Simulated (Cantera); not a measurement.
# Al(CH3)3 + N2 (aluminium nitride and oxide growth)

Input: 1 mol Al(CH3)3, 0.87 mol N2, held at 57.0 Torr.

Cantera equilibrium calculation (NASA polynomials, part measured and part estimated; ideal gas, pure solids and liquids). Candidate condensed phases: Al, AlN, C, C6H6, C7H8, C8H18; 97 gas species. The feed counts by its element totals alone. Rates play no part.

```tsv
T (K)	log p H2	log p N2	log p H	log p Al	log p HCN	log p CH4	log p C2H2 (acetylene)	n AlN(s)	n C(graphite)
1125	-1.15	-2.24	-7.93	<-13	-6.21	-3.85	-8.79	1.00	2.99
1225	-1.15	-2.24	-7.08	<-13	-5.71	-4.19	-7.94	1.00	3.00
1325	-1.15	-2.24	-6.36	-12.02	-5.28	-4.48	-7.22	1.00	3.00
1425	-1.15	-2.24	-5.74	-10.26	-4.91	-4.73	-6.61	1.00	3.00
1525	-1.15	-2.24	-5.20	-8.73	-4.60	-4.95	-6.07	1.00	3.00
1625	-1.15	-2.24	-4.73	-7.38	-4.32	-5.14	-5.60	1.000	3.00
1725	-1.15	-2.24	-4.31	-6.20	-4.08	-5.31	-5.19	1.000	2.99
1825	-1.15	-2.24	-3.93	-5.15	-3.86	-5.46	-4.82	0.999	2.99
1925	-1.16	-2.25	-3.60	-4.21	-3.67	-5.60	-4.50	0.996	2.98
2025	-1.16	-2.24	-3.30	-3.36	-3.49	-5.72	-4.21	0.970	2.97
```
log p: log10 of the partial pressure in bar; n: condensed amount in mol.

From 1125 K to 2025 K the condensed part is AlN(s) + C(graphite).
